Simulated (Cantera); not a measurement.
Input (Python, Cantera) and output of one run.

```python
import numpy as np
import cantera as ct

gas_names = """
    H HNO HNO2 HNO3 HO2 H2 H2O H2O2 N NH NH2 NH3 NH2OH NO NO2 NO3 N2 N2H2 N2H4 N2O O OH O2 O3 Si SiH
    SiH2 SiH3 SiH4 SiN SiO SiO2 Si2 Si2N Si3
""".split()
cond_names = """
    H2O(s) H2O(L) Si(cr) Si(L) SiO2(Lqz) SiO2(hqz) SiO2(L) Si2N2O(s) Si3N4(a)
""".split()


def load(file, names, dense=False):
    # The tables refer to 1 bar. Condensed volumes are neglected.
    table = {s.name: s for s in ct.Species.list_from_file(file)}
    out = []
    for n in names:
        d = dict(table[n].input_data)
        d["thermo"] = dict(d["thermo"], **{"reference-pressure": 1e5})
        if dense:
            d["equation-of-state"] = {"model": "constant-volume", "density": "1e6 g/cm^3"}
        out.append(ct.Species.from_dict(d))
    return out


gas = ct.Solution(thermo="ideal-gas", species=load("nasa_gas.yaml", gas_names))
cond = {s.name: ct.Solution(thermo="fixed-stoichiometry", species=[s], name=s.name)
        for s in load("nasa_condensed.yaml", cond_names, dense=True)}
atoms = {
    'Si3N4': {'Si': 3, 'N': 4},
    'O2': {'O': 2},
    'H2': {'H': 2},
}
top_T = {'Si2N2O(s)': 2100, 'Si3N4(a)': 2400}  # K; cautious upper limits of use, not melting points


def equilibrate(T, P, feed):
    n = {}
    for name, mol in feed.items():
        for a, k in atoms[name].items():
            n[a] = n.get(a, 0.0) + k * mol
    gas.TPX = T, P, n
    mass = sum(n.values()) * gas.mean_molecular_weight
    gas.equilibrate("TP")
    valid = [c for c in cond.values() if c.min_temp <= T <= top_T.get(c.name, c.max_temp)]
    mix = ct.Mixture([(gas, mass / gas.mean_molecular_weight)] + [(c, 0.0) for c in valid])
    mix.T, mix.P = T, P
    mix.equilibrate("TP", solver="vcs", rtol=1e-11, max_steps=5000)
    return mix


results = []
feed = {'Si3N4': 1, 'O2': 0.0081, 'H2': 110}  # mol
T = 1098  # K
P = 580000  # Pa
mix = equilibrate(T, P, feed)
results.append((T, P, feed, dict(zip(mix.species_names, mix.species_moles))))
x = sorted(zip(gas.X, gas.species_names), reverse=True)
print(f"T = {T:g} K  P = {P:g} Pa  gas = {mix.phase_moles(0):.4g} mol")
print("   x: " + "  ".join(f"{s} {v:.3e}" for v, s in x if v > 1e-06))
print("   condensed (mol): " + ("  ".join(f"{mix.phase(i).name} {mix.phase_moles(i):.4g}"
      for i in range(1, mix.n_phases) if mix.phase_moles(i) > 1e-12) or "none"))
```

Result:

```
T = 1098 K  P = 580000 Pa  gas = 110 mol
   x: H2 9.999e-01  N2 4.298e-05  NH3 1.222e-05
   condensed (mol): Si2N2O(s) 0.0162  Si3N4(a) 0.9892
```

These are equilibrium values from Cantera (NASA tables, ideal gas, pure condensed phases), not measurements of a reactor. Mutual solubility and eutectic melting of coexisting phases are not modelled.
